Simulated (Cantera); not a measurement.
## B₂O₃ + O₂ + N₂ (boron, boron nitride and boron oxide)

Feed: 1 mol B₂O₃, 0.82 mol O₂, 120 mol N₂, held at 38.0 mbar.

Method: chemical equilibrium by Gibbs-energy minimisation in Cantera with the NASA 1993 tables (ideal gas, pure condensed phases). Candidate condensed phases: B, BN, B₂O₃; 17 gas species. Kinetics and transport are ignored.

```csv
T (K),log p N₂,log p B₂O₃,log p O₂,log p BO₂,log p NO,log p O,n B₂O₃(l)
1073,-1.42,-10.06,-3.59,-10.44,-6.30,-10.70,1.00
1173,-1.42,-8.43,-3.59,-9.06,-5.92,-9.65,1.000
1273,-1.42,-7.06,-3.59,-7.90,-5.60,-8.76,1.000
1373,-1.42,-5.90,-3.59,-6.92,-5.32,-8.01,0.996
1473,-1.42,-4.91,-3.60,-6.07,-5.09,-7.35,0.959
1573,-1.42,-4.05,-3.60,-5.33,-4.89,-6.78,0.706
1673,-1.43,-3.52,-3.62,-4.80,-4.71,-6.28,0
1773,-1.43,-3.53,-3.63,-4.57,-4.56,-5.84,0
1873,-1.43,-3.54,-3.65,-4.37,-4.43,-5.45,0
1973,-1.43,-3.55,-3.68,-4.19,-4.31,-5.10,0
2073,-1.43,-3.58,-3.71,-4.04,-4.21,-4.80,0
2173,-1.43,-3.61,-3.76,-3.91,-4.13,-4.52,0
2273,-1.43,-3.65,-3.82,-3.80,-4.06,-4.28,0
2373,-1.43,-3.71,-3.90,-3.72,-4.01,-4.07,0
```
log p: log10 of the partial pressure in bar; n: condensed amount in mol.

From 1073 K to 1573 K the condensed part is B₂O₃(l). From 1673 K to 2373 K nothing is condensed.
